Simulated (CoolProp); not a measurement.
Saturation properties of hexamethyldisiloxane (MM).

The numbers come from the reference Helmholtz-energy equation of state, Thol 2016 in CoolProp.

```csv
T (°C),p (MPa),liquid density (kg/m³),vapour density (kg/m³),liquid cp (kJ/(kg K))
60.45,0.02664,721.2,1.599,1.996
67.05,0.03410,713.8,2.017,2.015
73.65,0.04314,706.4,2.517,2.034
80.25,0.05401,698.8,3.111,2.054
86.85,0.06693,691.1,3.811,2.074
93.45,0.08216,683.3,4.630,2.094
100.05,0.09999,675.4,5.583,2.114
106.55,0.1203,667.5,6.667,2.135
113.15,0.1442,659.2,7.933,2.156
119.75,0.1715,650.8,9.385,2.177
126.35,0.2025,642.3,11.04,2.200
132.95,0.2378,633.4,12.93,2.222
139.55,0.2775,624.4,15.08,2.246
146.15,0.3221,615.1,17.52,2.271
```

It boils at 100.5 °C under 1 atm.
